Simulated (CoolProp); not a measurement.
Model: reference Helmholtz-energy equation of state, Marx 1992, in CoolProp.

Problem. Give the vapour pressure (kPa), vapour density (kg/m³), surface tension (mN/m) of saturated R113 at 313.2, 341.7, 370.2 K.

Solution. 
| T (K) | p (kPa) | vapour density (kg/m³) | surface tension (mN/m) |
|---|---|---|---|
| 313.2 | 78.4 | 5.84 | 15.5 |
| 341.7 | 193 | 13.6 | 12.4 |
| 370.2 | 407 | 27.9 | 9.48 |

Surface tension comes from a separate correlation (Mulero 2012).
